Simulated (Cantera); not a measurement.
Ignition delay

Mixture: 31.6 % H2, 14.4 % O2, 54.0 % N2, at 293 Torr, adiabatic and at constant pressure. Ignition delay is the time to a rise of 400 K.

Model: GRI-Mech 3.0 (53 species, 325 reactions), integrated in Cantera. Where the delays flatten at high temperature, the 400 K rule measures the pace of heat release, not the induction time.

| T0 (K) | delay (ms) |
|---|---|
| 1100 | 0.212 |
| 1200 | 0.127 |
| 1300 | 0.0910 |
| 1400 | 0.0750 |
| 1500 | 0.0694 |
| 1600 | 0.0700 |
| 1700 | 0.0748 |
| 1800 | 0.0829 |
| 1900 | 0.0937 |
| 2000 | 0.107 |
